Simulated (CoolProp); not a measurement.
Vapour-liquid equilibrium of p-xylene (1) + n-undecane (2) at 52.85 °C; x and y are mole fractions of (1).

Computed with CoolProp (multi-fluid Helmholtz-energy mixture model, Zhou 2012 and Aleksandrov 2011; pair parameters Bell 2016).

```csv
x,bubble pressure (MPa),y at the bubble point,dew pressure at overall composition x (MPa),liquid density (mol/L)
0.05,0.0006156,0.402,0.0004063,4.680
0.125,0.0009580,0.645,0.0004380,[?]
0.2,0.001300,0.761,0.0004752,5.018
0.275,0.001643,0.828,0.0005193,5.203
0.35,0.001985,[?],[?],5.400
0.425,0.002327,0.904,0.0006375,5.610
0.5,0.002669,0.927,0.0007194,5.834
0.575,0.003012,0.945,0.0008254,6.075
0.65,0.003355,[?],0.0009680,6.333
0.725,0.003700,0.971,0.001170,6.611
0.8,0.004045,0.981,0.001479,[?]
0.875,0.004391,0.989,0.002008,7.236
0.95,0.004737,0.996,0.003126,7.588
```

Problem. Some entries are withheld; supply them.

Solution. 
- 0.125, liquid density (mol/L): 4.844
- 0.35, y at the bubble point: 0.873
- 0.35, dew pressure at overall composition x (MPa): 0.0005723
- 0.65, y at the bubble point: 0.959
- 0.8, liquid density (mol/L): 6.911

No azeotrope shows between x = 0.05 and 0.95.

The pair parameters rest on a limited set of measurements; away from them the model extrapolates.
